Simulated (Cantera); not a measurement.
# CsOH + H2O + H2 (calcination and drying)

Feed: 1 mol CsOH, 0.86 mol H2O, 0.46 mol H2, at 4.80 mbar.

Equilibrium computed with Cantera from the NASA thermochemical tables; the gas is ideal and each condensed phase is pure. Candidate condensed phases: Cs, CsOH, H2O; 15 gas species. Kinetics and transport are ignored.

From 1048 K to 1723 K nothing is condensed. The main Cs-bearing gas is CsOH throughout.

```tsv
T (K)	x H2O	x CsOH	x H2	x Cs	x Cs2(OH)2
1048	0.383	0.411	0.190	0.0143	0.00179
1123	0.392	0.399	0.183	0.0259	0.000447
1198	0.405	0.380	0.173	0.0415	0.000127
1273	0.420	0.358	0.162	0.0602	4.03e-5
1348	0.437	0.333	0.150	0.0809	1.41e-5
1423	0.454	0.307	0.137	0.102	5.31e-6
1498	0.471	0.282	0.125	0.123	2.16e-6
1573	0.487	0.258	0.113	0.142	9.35e-7
1648	0.501	0.236	0.102	0.161	4.30e-7
1723	0.514	0.216	0.0919	0.177	2.09e-7
```
x: gas mole fraction; nothing condenses.
